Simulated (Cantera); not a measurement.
## Thermodynamics of metals in furnace atmospheres, feed Ti + CO + H2

A closed system holds: 1 mol Ti, 0.96 mol CO, 4.1 mol H2, equilibrated at 0.100 bar.

These are equilibrium values from Cantera (NASA tables, ideal gas, pure condensed phases), not measurements of a reactor. Candidate condensed phases: C, C6H6, C7H8, C8H18, H2O, Ti, TiC, TiO, TiO2, Ti2O3, Ti3O5, Ti4O7; 113 gas species. Mutual solubility and eutectic melting of coexisting phases are not modelled. TiC, TiO: taken at fixed stoichiometry. Condensed phases not in the tables: solid solutions among these carbides, nitrides and lower oxides. Kinetics and transport are ignored.

From 1473 K to 1873 K the condensed part is TiC(s) + Ti2O3(s). From 1923 K to 1973 K the condensed part is TiC(s) + TiO(s). At 2023 K the condensed part is TiC(s) + TiO(l).

| T (K) | x H2 | x CO | x H | x H2O | x CH4 | x TiO | n TiC(s) | n Ti2O3(s) | n TiO(s) | n TiO(l) |
|---|---|---|---|---|---|---|---|---|---|---|
| 1473 | 0.919 | 0.0807 | 3.84e-5 | 0.000100 | 3.85e-5 | 9.30e-12 | 0.600 | 0.200 | 0 | 0 |
| 1523 | 0.919 | 0.0807 | 7.01e-5 | 0.000105 | 2.00e-5 | 5.31e-11 | 0.600 | 0.200 | 0 | 0 |
| 1573 | 0.919 | 0.0807 | 0.000123 | 0.000110 | 1.08e-5 | 2.71e-10 | 0.600 | 0.200 | 0 | 0 |
| 1623 | 0.919 | 0.0807 | 0.000210 | 0.000115 | 6.10e-6 | 1.24e-9 | 0.600 | 0.200 | 0 | 0 |
| 1673 | 0.919 | 0.0807 | 0.000345 | 0.000120 | 3.56e-6 | 5.20e-9 | 0.600 | 0.200 | 0 | 0 |
| 1723 | 0.919 | 0.0806 | 0.000553 | 0.000124 | 2.15e-6 | 2.00e-8 | 0.600 | 0.200 | 0 | 0 |
| 1773 | 0.918 | 0.0806 | 0.000862 | 0.000129 | 1.34e-6 | 7.08e-8 | 0.600 | 0.200 | 0 | 0 |
| 1823 | 0.918 | 0.0806 | 0.00131 | 0.000133 | 8.54e-7 | 2.34e-7 | 0.600 | 0.200 | 0 | 0 |
| 1873 | 0.917 | 0.0806 | 0.00195 | 0.000137 | 5.59e-7 | 7.23e-7 | 0.600 | 0.200 | 0 | 0 |
| 1923 | 0.896 | 0.101 | 0.00282 | 0.000145 | 4.25e-7 | 1.86e-6 | 0.500 | 0 | 0.500 | 0 |
| 1973 | 0.895 | 0.101 | 0.00404 | 0.000139 | 3.11e-7 | 4.49e-6 | 0.500 | 0 | 0.500 | 0 |
| 2023 | 0.894 | 0.101 | 0.00568 | 0.000133 | 2.31e-7 | 1.03e-5 | 0.500 | 0 | 0 | 0.500 |
x: gas mole fraction; n: condensed amount in mol.
